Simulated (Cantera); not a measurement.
An isothermal plug-flow reactor at 1048 K and 0.533 atm (inlet), inlet velocity 0.4 m/s, active area per volume 3100 1/m; feed 0.257 % CH₄, 17.8 % O₂, 78.0 % N₂, 3.95 % H₂O, equivalence ratio 0.029.

Cantera simulation using Deutschmann's 1995 Pt surface mechanism with GRI-Mech 3.0 gas chemistry; the numbers are that mechanism's predictions, not measurements. Catalytic surfaces can have several steady states; this one follows from the mechanism file's or the stated starting coverage. Mass transfer to the wall is taken as infinitely fast.

One state of this run: x CH₄ = 8.71e-9; x O₂ = 0.173; x H₂O = 0.0446; x CO₂ = 0.00255; x CO = 1.67e-9; θ free Pt = 0.252; θ O* = 0.745; θ OH* = 0.00258. x: gas mole fraction; θ: surface coverage.

### Question
Which value of z (m) does it belong to?
A. 0.0066
B. 0.013
C. 0.092
D. 0.0034

### Answer
B, 0.013
